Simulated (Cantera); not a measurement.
Mixture: 7.19 % CH4, 19.4 % O2, 73.4 % N2, at 1.80 bar, adiabatic and at constant volume. Ignition delay is the time to a rise of 400 K.

Detailed kinetics in Cantera: GRI-Mech 3.0 (53 species, 325 reactions).

Task: Predict: delay at 1300 K; delay at 1350 K; delay at 1400 K; delay at 1450 K; delay at 1500 K; delay at 1550 K; apparent activation energy between 1450 and 1550 K.

Result: delay at 1300 K: 5.99 ms
delay at 1350 K: 3.25 ms
delay at 1400 K: 1.82 ms
delay at 1450 K: 1.06 ms
delay at 1500 K: 0.637 ms
delay at 1550 K: 0.397 ms
apparent activation energy between 1450 and 1550 K: 180 kJ/mol
